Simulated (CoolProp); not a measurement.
Values from CoolProp's reference Helmholtz-energy equation of state, Guder 2009.

**Question.** Give the vapour pressure (bar), vapour Z, vapour viscosity (µPa s) of saturated sulfur hexafluoride at -16.65, -12.15, 1.25 °C.

**Answer.** 
| T (°C) | p (bar) | vapour Z | vapour viscosity (µPa s) |
|---|---|---|---|
| -16.65 | 7.67 | 0.837 | 13.8 |
| -12.15 | 8.81 | 0.820 | 14.1 |
| 1.25 | 13.0 | 0.762 | 15.0 |

Viscosity comes from a separate model (Quiñones-Cisneros 2012).
